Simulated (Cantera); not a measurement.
Feed: 1 mol Si, a varied amount of Cl₂, 12 mol H₂, at 1100 K and 0.120 bar.

Equilibrium computed with Cantera from the NASA thermochemical tables; the gas is ideal and each condensed phase is pure. Candidate condensed phases: Si; 19 gas species. Rates play no part.

Which condensed phases are stable at each of these points (n(Cl₂) (mol)): 0.5, 0.64, 0.77, 0.91, 1, 1.2, 1.3, 1.5, 1.6, 1.7, 1.9, 2, 2.1?


| n(Cl₂) (mol) | condensed phases | Si condensed (%) |
|---|---|---|
| 0.5 | Si(s) | 79.4 |
| 0.64 | Si(s) | 72.3 |
| 0.77 | Si(s) | 65.7 |
| 0.91 | Si(s) | 58.5 |
| 1 | Si(s) | 53.9 |
| 1.2 | Si(s) | 43.5 |
| 1.3 | Si(s) | 38.4 |
| 1.5 | Si(s) | 28.0 |
| 1.6 | Si(s) | 22.8 |
| 1.7 | Si(s) | 17.6 |
| 1.9 | Si(s) | 7.2 |
| 2 | Si(s) | 2.0 |
| 2.1 | gas only | 0.0 |

From 0.5 mol Cl₂ to 2 mol Cl₂ the condensed part is Si(s). At 2.1 mol Cl₂ nothing is condensed.
